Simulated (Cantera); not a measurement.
Charge: 1 mol AlI3, 0.52 mol N2O, 11 mol H2, at 0.133 bar.

These are equilibrium values from Cantera (NASA tables, ideal gas, pure condensed phases), not measurements of a reactor. Candidate condensed phases: Al, AlI3, AlN, Al2O3, H2O, I2; 41 gas species. Mutual solubility and eutectic melting of coexisting phases are not modelled. Rates play no part. All values below are at 1125 °C.

Base state: H2 0.779, HI 0.117, I 0.0668, N2 0.0220, AlI3 0.0140, I2 0.000975, AlI 0.000564, H 1.14e-5 (mole fractions); condensed: AlN(s) + Al2O3(s).

Q: What changes in the equilibrium state with this change: N2O from 0.52 to 1.8 mol?

A: 
| species | before | after |
|---|---|---|
| H2 | 0.779 | 0.658 |
| HI | 0.117 | 0.123 |
| N2 | 0.0220 | 0.121 |
| H2O | 1.59e-6 | 0.0202 |
| AlI3 | 0.0140 | 1.12e-8 |
| I | 0.0668 | 0.0763 |
| AlI | 0.000564 | <1e-9 |
| I2 | 0.000975 | 0.00127 |
| H | 1.14e-5 | 1.05e-5 |
| AlN(s), mol | 0.463 | 0 |
| Al2O3(s), mol | 0.173 | 0.500 |
